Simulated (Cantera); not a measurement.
**Gas-phase reforming**

An isothermal, constant-pressure homogeneous reactor starts with 71.9 % CH4, 28.1 % CO2, at 1925 K and 0.410 bar.

Computed with Cantera and GRI-Mech 3.0 (53 species, 325 reactions). GRI-Mech 3.0 stops at C3 and has no aromatics, soot or wall deposition, so with more carbon than oxygen in the feed, carbon stays in small species such as C2H2 where larger ones or solid carbon would form.

| t (s) | x CH4 | x CO2 | x CO | x O2 | x C2H |
|---|---|---|---|---|---|
| 0.000200 | 0.464 | 0.241 | 0.00684 | 1.91e-11 | 1.03e-6 |
| 0.000367 | 0.321 | 0.206 | 0.0164 | 5.64e-11 | 2.21e-6 |
| 0.000675 | 0.213 | 0.170 | 0.0331 | 1.28e-10 | 3.17e-6 |
| 0.00124 | 0.132 | 0.129 | 0.0609 | 2.66e-10 | 3.94e-6 |
| 0.00228 | 0.0747 | 0.0820 | 0.101 | 5.18e-10 | 4.67e-6 |
| 0.00419 | 0.0392 | 0.0380 | 0.143 | 8.84e-10 | 5.37e-6 |
| 0.00770 | 0.0221 | 0.0147 | 0.173 | 1.07e-9 | 5.75e-6 |
| 0.0141 | 0.0160 | 0.00973 | 0.192 | 8.22e-10 | 5.46e-6 |
| 0.0260 | 0.0134 | 0.00773 | 0.213 | 4.67e-10 | 4.82e-6 |
| 0.0477 | 0.0108 | 0.00534 | 0.236 | 1.97e-10 | 4.15e-6 |
| 0.0877 | 0.00787 | 0.00293 | 0.258 | 5.45e-11 | 3.58e-6 |
| 0.161 | 0.00504 | 0.00112 | 0.273 | 7.48e-12 | 3.21e-6 |
| 0.296 | 0.00277 | 0.000221 | 0.279 | <1e-12 | 3.04e-6 |
| 0.544 | 0.00168 | 1.27e-5 | 0.281 | <1e-12 | 3.01e-6 |
| 1.00 | 0.00155 | 1.29e-7 | 0.281 | <1e-12 | 3.01e-6 |
x: mole fraction; the columns are a selection and need not sum to one.

Equilibrium at this temperature and pressure: CH4 0.00155, CO2 6.01e-8, CO 0.281, O2 <1e-12, C2H 3.01e-6 (gas phase only).
